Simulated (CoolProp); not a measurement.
Vapour pressure (MPa) of chloromethane (R40): the reference equation beside estimates from Tc = 418.6 K, pc = 6.929 MPa, ω = 0.150. Clausius-Clapeyron is anchored at 332.3 K with a constant enthalpy of vaporisation of 16.52 kJ/mol.

Values from CoolProp's reference Helmholtz-energy equation of state, Thol 2014.

| T (K) | reference | Clausius-Clapeyron | Redlich-Kwong | Soave-Redlich-Kwong |
|---|---|---|---|---|
| 326.8 | 1.228 | 1.264 | 1.428 | 1.226 |
| 332.3 | 1.398 | 1.398 | 1.612 | 1.397 |
| 337.9 | 1.588 | 1.544 | 1.815 | 1.589 |
| 343.4 | 1.792 | 1.696 | 2.031 | 1.795 |
| 348.9 | 2.014 | 1.858 | 2.264 | 2.020 |
| 354.4 | 2.256 | 2.030 | 2.515 | 2.265 |
| 359.9 | 2.519 | 2.211 | 2.784 | 2.531 |
| 365.4 | 2.803 | 2.403 | 3.071 | 2.818 |
| 370.9 | 3.110 | 2.605 | 3.378 | 3.129 |
| 376.5 | 3.448 | 2.821 | 3.711 | 3.469 |
| 382 | 3.805 | 3.043 | 4.058 | 3.828 |
| 387.5 | 4.188 | 3.276 | 4.427 | 4.213 |

Absolute difference from the reference over all 12 rows, mean and median: Clausius-Clapeyron 11.0 and 11.1 %, Redlich-Kwong 11.0 and 11.0 %, Soave-Redlich-Kwong 0.4 and 0.4 %.
